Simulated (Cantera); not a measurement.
A perfectly stirred reactor is fed with 17.9 % H2, 14.9 % O2, 67.2 % N2, at 0.170 bar; it is held at 1050 K, and followed from long to short residence time.

Computed with Cantera and GRI-Mech 3.0 (53 species, 325 reactions). The temperature is held fixed by assumption; the heat of reaction is taken as removed at once.

Q: Predict: x(H2) at τ = 10.0 s; x(O2) at τ = 10.0 s; x(N2O) at τ = 10.0 s; x(H2O2) at τ = 10.0 s; x(H2O) at τ = 10.0 s; x(H2) at τ = 36.0 ms; x(O2) at τ = 36.0 ms; x(N2O) at τ = 36.0 ms; x(H2O2) at τ = 36.0 ms; x(H2O) at τ = 36.0 ms.

A: 
```
Item                       Value
----------------------  --------
x(H2) at τ = 10.0 s     0.000136
x(O2) at τ = 10.0 s       0.0656
x(N2O) at τ = 10.0 s     1.70e-7
x(H2O2) at τ = 10.0 s    4.62e-7
x(H2O) at τ = 10.0 s       0.197
x(H2) at τ = 36.0 ms     0.00446
x(O2) at τ = 36.0 ms      0.0674
x(N2O) at τ = 36.0 ms    3.98e-8
x(H2O2) at τ = 36.0 ms   1.62e-6
x(H2O) at τ = 36.0 ms      0.191
```
